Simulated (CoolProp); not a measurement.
Tetradecamethylhexasiloxane (MD4M) at 224 K and 0.544 MPa is throttled through a valve to 0.242 MPa with no heat exchange. Each further row changes one setting.

Computed with CoolProp (reference Helmholtz-energy equation of state, Thol 2019).

| case | temperature change (K) |
|---|---|
| as stated | (withheld) |
| outlet pressure 0.0726 MPa | (withheld) |
| outlet pressure 0.315 MPa | (withheld) |

### Question
What belongs in the gaps?

### Answer

- as stated, temperature change (K): +0.2
- outlet pressure 0.0726 MPa, temperature change (K): +0.3
- outlet pressure 0.315 MPa, temperature change (K): +0.1
